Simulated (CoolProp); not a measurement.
The fluid at 293.15 K and 4.69 MPa flows at 3.9 m/s in a round tube of 6 mm bore and 15 µm roughness, fully developed (64/Re and Nu = 3.66 if laminar; Colebrook and Gnielinski if turbulent). The same conditions are run with several fluids, on thermodynamics alone (safety and materials aside).

Model: reference Helmholtz-energy equation of state of each fluid (nitrogen: Span 2000; dry air: Lemmon 2000; CF4 (R14): Platzer 1990; methane: Setzmann 1991; C2F6 (R116): Lemmon 2006), in CoolProp. The equations of Platzer and Polt are older, rougher fits. Blends and air are pseudo-pure fits.

| fluid | Reynolds number | Darcy friction factor | pressure drop (Pa/m) | heat-transfer coefficient (W/(m² K)) | mass flow (kg/h) |
|---|---|---|---|---|---|
| nitrogen | 69100 | 0.0269 | 1850 | 904 | 21.5 |
| dry air | 69300 | 0.0269 | 1920 | 911 | 22.4 |
| CF4 (R14) | 231000 | 0.0255 | 6710 | 2250 | 82.2 |
| methane | 66200 | 0.0270 | 1150 | 1230 | 13.4 |
| C2F6 (R116) | 283000 | 0.0254 | 33300 | 10500 | 410 |

Transport values come from each fluid's own correlations; those of CF4 (R14), C2F6 (R116) are estimates that may be off by 10 % or more.
